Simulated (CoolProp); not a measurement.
Saturated liquid density (kg/m³) of c-C4F8 (RC318): the reference equation beside estimates from Tc = 388.4 K, pc = 2778 kPa, ω = 0.355. Rackett uses Z = 0.29056 − 0.08775 ω.

The numbers come from the reference Helmholtz-energy equation of state, Platzer 1990 in CoolProp. This equation is an older, rougher fit; its heat capacities, sound speeds and derivatives of the liquid may be far off and weren't checked against measurements.

| T (K) | reference | Rackett | van der Waals | Peng-Robinson |
|---|---|---|---|---|
| 279 | ? | 1697 | ? | 1675 |
| 287.2 | 1541 | ? | 946.9 | ? |
| 295.4 | 1509 | 1627 | 926.9 | ? |
| 303.6 | 1476 | 1589 | 905.9 | 1559 |
| 311.8 | 1441 | 1550 | 883.7 | 1514 |
| 320 | 1404 | 1508 | 860.3 | 1465 |
| 328.2 | 1365 | 1465 | 835.2 | 1412 |
| 336.4 | 1323 | 1418 | 808.4 | 1354 |
| 344.6 | 1278 | 1367 | 779.3 | 1289 |

Task: Fill in the missing entries.

Result: 
- 279, reference: 1572
- 279, van der Waals: 966.1
- 287.2, Rackett: 1663
- 287.2, Peng-Robinson: 1639
- 295.4, Peng-Robinson: 1601

Absolute difference from the reference over all 9 rows, mean and median: Rackett 7.5 and 7.6 %, van der Waals 38.7 and 38.7 %, Peng-Robinson 4.5 and 5.1 %.
